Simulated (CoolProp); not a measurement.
The fluid at 367.36 K and 0.145 MPa flows at 0.42 m/s in a round tube of 50 mm bore and 0.25 µm roughness, fully developed (64/Re and Nu = 3.66 if laminar; Colebrook and Gnielinski if turbulent). The same conditions are run with several fluids, on thermodynamics alone (safety and materials aside).

The numbers come from the reference Helmholtz-energy equation of state of each fluid (R125: Lemmon 2005; c-C4F8 (RC318): Platzer 1990; dry air: Lemmon 2000; R11: Jacobsen 1992; R123: Younglove 1994) in CoolProp. The equations of Platzer and Polt are older, rougher fits. Blends and air are pseudo-pure fits.

Q: Rank R125, c-C4F8 (RC318), dry air, R11, R123 by Reynolds number, highest first.

A: c-C4F8 (RC318) (14300), R123 (11900), R11 (11100), R125 (7650), dry air (1330)

```csv
fluid,Darcy friction factor,pressure drop (Pa/m),heat-transfer coefficient (W/(m² K)),mass flow (kg/h)
R125,0.0332,0.337,9.26,17.1
c-C4F8 (RC318),0.0281,0.481,13.7,28.8
dry air,0.0480,0.116,2.29,4.08
R11,0.0300,0.354,7.25,19.9
R123,0.0295,0.389,9.32,22.2
```

Transport values come from each fluid's own correlations; those of c-C4F8 (RC318), R11 are estimates that may be off by 10 % or more.
